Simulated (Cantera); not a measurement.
An isothermal, constant-pressure homogeneous reactor starts with CH4 : H2O : H2 = 1 : 1.6 : 1.9 (molar parts), at 1825 K and 0.110 bar.

Detailed kinetics in Cantera: GRI-Mech 3.0 (53 species, 325 reactions).

One state of this run: x CH4 = 0.111; x H2O = 0.321; x H2 = 0.519; x C2H2 = 0.0412; x C2H6 = 8.67e-5; x HO2 = 1.92e-12. x: mole fraction; the columns are a selection and need not sum to one.

**Question.** Which value of t (s) does it belong to?
A. 5.00e-5
B. 0.234
C. 0.00547
D. 0.0358

**Answer.** C, 0.00547
